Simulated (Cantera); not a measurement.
Feed: 1 mol C2H2, 0.19 mol O2, 7.8 mol H2, 0.00048 mol NH3, equilibrated at 1.00 bar.

Equilibrium computed with Cantera from the NASA thermochemical tables; the gas is ideal and each condensed phase is pure. Candidate condensed phases: C, C6H6, C7H8, C8H18, H2O; 136 gas species. The numbers say what is thermodynamically allowed, not how fast it happens.

log p: log10 of the partial pressure in bar; n: condensed amount in mol.

```
T (K)  log p H2  log p CH4  log p H2O  log p CO  n C(graphite)
-----  --------  ---------  ---------  --------  -------------
725       -0.19      -0.53      -1.25     -4.22              0
825       -0.18      -0.54        ___       ___              0
925       -0.09      -0.83      -1.60     -1.68          0.674
1025      -0.05      -1.23      -2.08     -1.46           1.19
1125      -0.03      -1.60      -2.62     -1.40           1.42
1225      -0.02      -1.93      -3.12     -1.39           1.52
1325      -0.02      -2.22      -3.55     -1.38           1.57
1425      -0.02        ___        ___     -1.38           1.59
1525      -0.02      -2.68      -4.24     -1.38           1.60
1625      -0.02      -2.87      -4.53     -1.38           1.61
1725      -0.02      -3.04      -4.78     -1.38           1.61
1825      -0.02      -3.19      -5.00     -1.38           1.61
1925      -0.02      -3.32      -5.20     -1.38           1.61
2025      -0.02      -3.44      -5.38     -1.38           1.60
```

### Question
Fill in the missing entries.

### Answer

- 1425, log p CH4: -2.46
- 1425, log p H2O: -3.92
- 825, log p H2O: -1.31
- 825, log p CO: -2.37
